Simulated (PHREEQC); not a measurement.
Leach liquor

Make-up at 25 °C: 0.02 mol/kgw HCl, 0.00015 mol/kgw ZnSO4 and 0.00027 mol/kgw MnSO4. Closed to the air; pH follows from the charge balance.

Equilibrium calculation in PHREEQC: ion-association model, phreeqc.dat.

This is a speciation only: nothing precipitates in the calculation.

### Question
Estimate the pH, specific conductance.

### Answer
pH 1.76; specific conductance 7720 µS/cm.

### Question
In which forms is Zn present?

### Answer
Zn+2 96 %, ZnCl+ 3.0 %, ZnSO4 1.4 % of the Zn.
